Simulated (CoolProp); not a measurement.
A simple Rankine cycle with water: condensing at 327.15 K, boiler at 3.65 MPa, turbine inlet 523.1 K, turbine efficiency 0.7, pump efficiency 0.8, no recuperator. Each further row changes one setting.

Computed with CoolProp (reference Helmholtz-energy equation of state, Wagner 2002).

```tsv
case	thermal efficiency (%)	net work (kJ/kg)	heat in (kJ/kg)	turbine exit temperature (K)	volume ratio over the turbine
as stated	22.3	578	2590	327.1	?
turbine inlet 543.1 K	22.4	596	?	327.1	145
condensing temperature 319.15 K	23.2	608	2620	319.1	220
boiler pressure 2.55 MPa	21.2	561	2650	327.1	103
turbine efficiency 0.6	?	495	2590	327.1	158
```

### Question
Fill in the missing entries.

### Answer

- as stated, volume ratio over the turbine: 152
- turbine inlet 543.1 K, heat in (kJ/kg): 2660
- turbine efficiency 0.6, thermal efficiency (%): 19.1

The expansion ends wet for: as stated; turbine inlet 543.1 K; condensing temperature 319.15 K; boiler pressure 2.55 MPa; turbine efficiency 0.6.
